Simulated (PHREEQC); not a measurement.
Leach liquor

Make-up at 8 °C: 0.013 mol/kgw HCl, 0.00027 mol/kgw FeSO4 and 0.004 mol/kgw Fe2(SO4)3. Closed to the air; pH follows from the charge balance.

Computed with PHREEQC (ion-association model, wateq4f.dat).

Each row changes one thing in this solution. No solid was allowed to form.

```tsv
case	pH	ionic strength (mol/kgw)	SO4-2 (mol/kgw)	HSO4- (mol/kgw)
as made	2.01	0.0303	0.00378	0.00162
FeSO4 left out	2.00	0.0296	(withheld)	0.00157
0.01 mol/kgw CdSO4 added	2.07	0.0485	0.00864	0.00291
FeSO4 replaced by CuSO4 at the same molality	2.00	0.0303	0.00378	0.00162
diluted 5-fold with water	2.61	0.00762	0.00121	0.000158
temperature from 8 to 5 °C	2.00	0.0306	0.00386	0.00157
diluted 10-fold with water	2.86	0.00433	0.000746	(withheld)
Fe2(SO4)3 replaced by Rb2SO4 at the same molality	(withheld)	0.0232	(withheld)	0.00135
```

Some entries are withheld; supply them.


- FeSO4 left out, SO4-2 (mol/kgw): 0.00364
- diluted 10-fold with water, HSO4- (mol/kgw): 5.83e-5
- Fe2(SO4)3 replaced by Rb2SO4 at the same molality, pH: 1.99
- Fe2(SO4)3 replaced by Rb2SO4 at the same molality, SO4-2 (mol/kgw): 0.00289

Some of these states are supersaturated (in Hematite (slow to form), Goethite (slow to form), for instance). Away from 25 °C the constants follow the database's enthalpies or fits; those with neither stay at their 25 °C values.
